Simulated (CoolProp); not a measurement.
Toluene at 407.93 K and 0.14 MPa is compressed adiabatically to 0.314 MPa with isentropic efficiency 0.8. Each further row changes one setting.

Values from CoolProp's reference Helmholtz-energy equation of state, Lemmon 2006. It is a short technical equation, of lower accuracy than the large ones.

```
case             work (kJ/kg)  final temperature (K)  final density (kg/m³)
---------------  ------------  ---------------------  ---------------------
as stated                35.7                  433.9                   8.77
efficiency 1             28.5                  429.8                   8.88
efficiency 0.65          43.9                  438.7                   8.64
```
